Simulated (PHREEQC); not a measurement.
Solution (20 °C): 35 mmol/kgw HF, 0.086 mmol/kgw (NH4)2SiF6, 0.44 mmol/kgw HBF4 and 0.69 mmol/kgw H2SO4. Closed to the air; pH follows from the charge balance.

Computed with PHREEQC (ion-association model, phreeqc.dat).

Each row changes one thing in this solution. No solid was allowed to form.

```csv
case,pH,ionic strength (mol/kgw),HF (mol/kgw),F- (mol/kgw),SO4-2 (mol/kgw),HF2- (mol/kgw),SI of Quartz (SiO2)
as made,2.24,0.00698,0.0300,0.00415,0.000496,0.000457,-7.06
HF replaced by NaF at the same molality,4.32,0.0354,0.00176,0.0326,0.000634,0.000211,-4.00
HBF4 from 0.00044 to 0.00022 mol/kgw,2.25,…,0.0299,0.00422,0.000499,0.000464,-7.07
0.022 mol/kgw LiOH added,3.25,0.0235,0.0132,0.0199,0.000634,0.000966,-7.05
temperature from 20 to 5 °C,…,0.00764,0.0294,0.00477,0.000522,0.000437,…
diluted 100-fold with water,3.56,0.000292,0.000101,0.000271,6.74e-6,1.01e-7,-2.01
0.014 mol/kgw Na2SiF6 added,2.24,0.0495,0.0294,0.00458,0.000511,0.000495,-5.00
diluted 5-fold with water,2.67,0.00240,0.00510,0.00185,0.000119,3.48e-5,-3.96
HF left out,2.76,0.00265,0.00129,0.000573,0.000610,2.72e-6,-0.24
```

Problem. Some entries are withheld; supply them.

Solution. 
- HBF4 from 0.00044 to 0.00022 mol/kgw, ionic strength (mol/kgw): 0.00685
- temperature from 20 to 5 °C, pH: 2.20
- temperature from 20 to 5 °C, SI of Quartz (SiO2): -8.01

At this temperature some constants are extrapolated from 25 °C, and those without enthalpy data are left unchanged. SiF6-2 is the database's only silicon fluoride. Real BF4- forms and hydrolyses slowly; the run takes it at equilibrium.
